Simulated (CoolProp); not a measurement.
Vapour-liquid equilibrium of acetone (1) + n-hexane (2) at 0.0831 MPa; x and y are mole fractions of (1).

The numbers come from the multi-fluid Helmholtz-energy mixture model, Lemmon 2006 and Thol 2019; pair parameters Bell 2016 in CoolProp.

```json
[
 {"x": "0.05", "bubble temperature, mixture model (K)": "329.1", "bubble temperature, Raoult's law (K)": "334.9", "y, mixture model": "0.229", "y, Raoult's law": "0.074"},
 {"x": "0.2", "bubble temperature, mixture model (K)": "320.6", "bubble temperature, Raoult's law (K)": "332.7", "y, mixture model": "0.484", "y, Raoult's law": "0.275"},
 {"x": "0.35", "bubble temperature, mixture model (K)": "318.2", "bubble temperature, Raoult's law (K)": "330.7", "y, mixture model": "0.562", "y, Raoult's law": "0.449"},
 {"x": "0.5", "bubble temperature, mixture model (K)": "317.5", "bubble temperature, Raoult's law (K)": "328.9", "y, mixture model": "0.600", "y, Raoult's law": "0.602"},
 {"x": "0.65", "bubble temperature, mixture model (K)": "317.3", "bubble temperature, Raoult's law (K)": "327.1", "y, mixture model": "0.635", "y, Raoult's law": "0.738"},
 {"x": "0.8", "bubble temperature, mixture model (K)": "317.9", "bubble temperature, Raoult's law (K)": "325.5", "y, mixture model": "0.701", "y, Raoult's law": "0.858"},
 {"x": "0.95", "bubble temperature, mixture model (K)": "321.0", "bubble temperature, Raoult's law (K)": "324.0", "y, mixture model": "0.875", "y, Raoult's law": "0.966"}
]
```

The largest gap from Raoult's law is -12.5 K in bubble temperature, at x = 0.35. y crosses x between x = 0.5 and 0.65: the model has an azeotrope there.

The pair parameters rest on a limited set of measurements; away from them the model extrapolates.
